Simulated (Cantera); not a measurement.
Mixture: H2 : O2 : N2 = 1 : 0.526 : 1.98 (molar parts), at 460000 Pa, adiabatic and at constant volume. Ignition delay is the time to a rise of 400 K.

Model: the H2/O2 subset of GRI-Mech 3.0, which has no nitrogen chemistry, integrated in Cantera. The hydrogen kinetics of GRI-Mech 3.0 are dated; newer H2 mechanisms differ, most at raised pressure. Where the delays flatten at high temperature, the 400 K rule measures the pace of heat release, not the induction time.

```json
[
 {"quantity": "delay at 1050 K", "before": "2.48 ms", "after": "0.145 ms"},
 {"quantity": "delay at 1200 K", "before": "15.3 µs", "after": "48.6 µs"},
 {"quantity": "delay at 1350 K", "before": "5.23 µs", "after": "25.6 µs"},
 {"quantity": "delay at 1500 K", "before": "2.91 µs", "after": "17.3 µs"},
 {"quantity": "delay at 1650 K", "before": "1.95 µs", "after": "14.3 µs"}
]
```

Problem. Which change was made?
A) pressure from 460000 Pa to 1000000 Pa
B) pressure from 460000 Pa to 92000 Pa
C) pressure from 460000 Pa to 47000 Pa
D) pressure from 460000 Pa to 110000 Pa

Solution. B, pressure from 460000 Pa to 92000 Pa
